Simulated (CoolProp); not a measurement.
Vapour-liquid equilibrium of n-butane (1) + trans-2-butene (2) at 199.4 K; x and y are mole fractions of (1).

Values from CoolProp's multi-fluid Helmholtz-energy mixture model, Bücker 2006 and Lemmon 2005; pair parameters Bell 2016.

Q: Give the bubble pressure and the first vapour's composition at x = 0.125, 0.35, 0.575. Is there an azeotrope?

A: x = 0.125: 0.001697 MPa, y = 0.150; x = 0.35: 0.001766 MPa, y = 0.383; x = 0.575: 0.001809 MPa, y = 0.597. No azeotrope shows between x = 0.05 and 0.95.

Pair parameters are fitted to limited data, so mixtures are less certain than the pure fluids.
